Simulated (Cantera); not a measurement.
Input: 1 mol SiH4, 4.9 mol O3, at 1648.15 K and 57.0 Torr.

Equilibrium computed with Cantera from the NASA thermochemical tables; the gas is ideal and each condensed phase is pure. Candidate condensed phases: H2O, Si, SiO2; 18 gas species. The tables hold silica as quartz up to 1696 K and as liquid above; real silica turns to tridymite and cristobalite and melts near 1996 K. Gases not in the tables: Si(OH)4. The numbers say what is thermodynamically allowed, not how fast it happens.

Base state: O2 0.727, H2O 0.271, OH 0.00108, O 7.85e-5, H2 1.33e-5 (mole fractions); condensed: SiO2(β-quartz).

Q: What changes in the equilibrium state with this change: SiH4 replaced by SiF4?

A: 
```csv
species,before,after
O2,0.727,0.880
SiF4,0,0.120
O,7.85e-5,8.63e-5
H2O,0.271,0
OH,0.00108,0
H2,1.33e-5,0
"SiO2(β-quartz), mol",1.00,0
```
